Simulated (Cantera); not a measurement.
A perfectly stirred reactor is fed with N2O : H2 : N2 = 1 : 0.013 : 3.4 (molar parts), at 128 Torr; it is held at 1425 K, and followed from long to short residence time.

Model: GRI-Mech 3.0 (53 species, 325 reactions), integrated in Cantera. GRI-Mech 3.0 was tuned for natural gas; its chemistry of N2O as a main component is partial and can be far from experiment. The temperature is held fixed by assumption; the heat of reaction is taken as removed at once.

x: mole fraction; the columns are a selection and need not sum to one.

```json
[
 {"τ (s)": "4.8", "x N2O": "0.0127", "x H2": "2.67e-6", "x N2": "0.876", "x HO2": "2.74e-8", "x NO": "0.0279", "x OH": "3.56e-5", "x H2O": "0.00265"},
 {"τ (s)": "1.3", "x N2O": "0.0372", "x H2": "7.94e-6", "x N2": "0.862", "x HO2": "5.17e-8", "x NO": "0.0286", "x OH": "4.14e-5", "x H2O": "0.00267"},
 {"τ (s)": "0.37", "x N2O": "0.0891", "x H2": "2.46e-5", "x N2": "0.837", "x HO2": "1.31e-7", "x NO": "0.0221", "x OH": "4.65e-5", "x H2O": "0.00272"},
 {"τ (s)": "0.10", "x N2O": "0.158", "x H2": "8.07e-5", "x N2": "0.804", "x HO2": "4.45e-7", "x NO": "0.0111", "x OH": "5.37e-5", "x H2O": "0.00275"},
 {"τ (s)": "0.029", "x N2O": "0.200", "x H2": "…", "x N2": "0.785", "x HO2": "…", "x NO": "…", "x OH": "…", "x H2O": "0.00265"},
 {"τ (s)": "0.0080", "x N2O": "0.217", "x H2": "…", "x N2": "0.776", "x HO2": "…", "x NO": "…", "x OH": "…", "x H2O": "…"},
 {"τ (s)": "0.0022", "x N2O": "0.223", "x H2": "0.00140", "x N2": "0.773", "x HO2": "4.75e-6", "x NO": "0.000346", "x OH": "8.46e-5", "x H2O": "0.00149"}
]
```

### Question
What belongs in the gaps?

### Answer

- 0.029, x H2: 0.000231
- 0.029, x HO2: 1.43e-6
- 0.029, x NO: 0.00405
- 0.029, x OH: 6.41e-5
- 0.0080, x H2: 0.000617
- 0.0080, x HO2: 3.44e-6
- 0.0080, x NO: 0.00119
- 0.0080, x OH: 7.75e-5
- 0.0080, x H2O: 0.00228
